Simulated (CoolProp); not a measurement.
Aqueous potassium carbonate as a coolant, 32 % by mass, freezing at -21.5 °C, 1 atm.

Values from CoolProp's Melinder's fits for secondary coolants.

```
T (°C)  density (kg/m³)  viscosity (mPa s)  conductivity (W/(m K))  cp (kJ/(kg K))
------  ---------------  -----------------  ----------------------  --------------
-19.2              1337               9.61                   0.503           2.837
-12.9              1335               7.40                   0.513           2.846
-6.6               1333               5.87                   0.523           2.856
-0.3               1331               4.77                   0.533           2.866
6                  1328               3.97                   0.544           2.877
12.3               1325               3.36                   0.554           2.888
18.6               1322               2.90                   0.564           2.899
24.9               1319               2.52                   0.575           2.910
31.2               1315               2.21                   0.585           2.922
```
